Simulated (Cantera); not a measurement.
Mixture: H2 : O2 : N2 = 1 : 0.505 : 1.9 (molar parts), equivalence ratio 0.99, at 0.355 atm, adiabatic and at constant pressure. Ignition delay is the time to a rise of 400 K.

Cantera simulation using GRI-Mech 3.0 (53 species, 325 reactions); the numbers are that mechanism's predictions, not measurements. Where the delays flatten at high temperature, the 400 K rule measures the pace of heat release, not the induction time.

```csv
quantity,before,after
delay at 1000 K,0.480 ms,0.477 ms
delay at 1075 K,0.267 ms,0.271 ms
delay at 1150 K,0.175 ms,0.181 ms
delay at 1225 K,0.127 ms,0.135 ms
delay at 1300 K,0.102 ms,0.112 ms
delay at 1375 K,88.6 µs,0.100 ms
delay at 1450 K,82.4 µs,96.2 µs
```

**Question.** What was changed between the two runs?
A. H2 1 to 0.71 parts
B. pressure from 0.355 atm to 3.06 atm
C. pressure from 0.355 atm to 4.93 atm
D. H2 1 to 2 parts

**Answer.** A, H2 1 to 0.71 parts
